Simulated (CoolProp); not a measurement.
R404A at several states: Z from the reference equation and from simpler models built on Tc = 72.1 °C, pc = 3.735 MPa, ω = 0.293; each cubic takes its own stable root.

Model: reference Helmholtz-energy equation of state, Lemmon 2003, in CoolProp. It is a pseudo-pure fit of the blend.

```json
[
 {"T (°C)": "11.95", "p (MPa)": "0.315", "phase": "gas", "reference": "0.9366", "Pitzer virial": "0.9426", "van der Waals": "0.9591", "Redlich-Kwong": "0.9486", "Soave-Redlich-Kwong": "0.9442", "Peng-Robinson": "0.9404"},
 {"T (°C)": "158.55", "p (MPa)": "2.17", "phase": "gas", "reference": "0.9035", "Pitzer virial": "0.9112", "van der Waals": "0.8941", "Redlich-Kwong": "0.8952", "Soave-Redlich-Kwong": "0.9140", "Peng-Robinson": "0.8983"},
 {"T (°C)": "199.85", "p (MPa)": "7.36", "phase": "supercritical", "reference": "0.7961", "Pitzer virial": "0.7918", "van der Waals": "0.7169", "Redlich-Kwong": "0.7632", "Soave-Redlich-Kwong": "0.8447", "Peng-Robinson": "0.8090"}
]
```
